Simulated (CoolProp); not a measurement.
Properties of oxygen along the isotherm 167.3 K (Tc = 154.6 K, pc = 5046 kPa, ω = 0.022).

The numbers come from the reference Helmholtz-energy equation of state, Schmidt 1985 in CoolProp.

```json
[
 {"p (kPa)": "688", "phase": "gas", "Z": "0.9633", "expansivity (1/kK)": "6.690", "conductivity (mW/(m K))": "15.9", "Prandtl number": "0.772"},
 {"p (kPa)": "1380", "phase": "gas", "Z": "0.9245", "expansivity (1/kK)": "7.574", "conductivity (mW/(m K))": "16.5", "Prandtl number": "0.804"},
 {"p (kPa)": "2060", "phase": "gas", "Z": "0.8842", "expansivity (1/kK)": "8.667", "conductivity (mW/(m K))": "17.3", "Prandtl number": "0.843"},
 {"p (kPa)": "2750", "phase": "gas", "Z": "0.8407", "expansivity (1/kK)": "10.10", "conductivity (mW/(m K))": "18.2", "Prandtl number": "0.895"},
 {"p (kPa)": "3440", "phase": "gas", "Z": "0.7940", "expansivity (1/kK)": "12.04", "conductivity (mW/(m K))": "19.4", "Prandtl number": "0.966"},
 {"p (kPa)": "4130", "phase": "gas", "Z": "0.7433", "expansivity (1/kK)": "14.76", "conductivity (mW/(m K))": "20.9", "Prandtl number": "1.07"},
 {"p (kPa)": "4820", "phase": "gas", "Z": "0.6874", "expansivity (1/kK)": "18.85", "conductivity (mW/(m K))": "22.9", "Prandtl number": "1.22"},
 {"p (kPa)": "5510", "phase": "supercritical", "Z": "0.6246", "expansivity (1/kK)": "25.50", "conductivity (mW/(m K))": "25.8", "Prandtl number": "1.47"},
 {"p (kPa)": "6190", "phase": "supercritical", "Z": "0.5540", "expansivity (1/kK)": "36.96", "conductivity (mW/(m K))": "30.2", "Prandtl number": "1.91"},
 {"p (kPa)": "6880", "phase": "supercritical", "Z": "0.4741", "expansivity (1/kK)": "56.04", "conductivity (mW/(m K))": "37.0", "Prandtl number": "2.72"},
 {"p (kPa)": "7570", "phase": "supercritical", "Z": "0.4036", "expansivity (1/kK)": "64.86", "conductivity (mW/(m K))": "45.0", "Prandtl number": "3.37"}
]
```

Viscosity comes from a separate model (Lemmon 2004). Thermal conductivity comes from a separate model (Lemmon 2004).
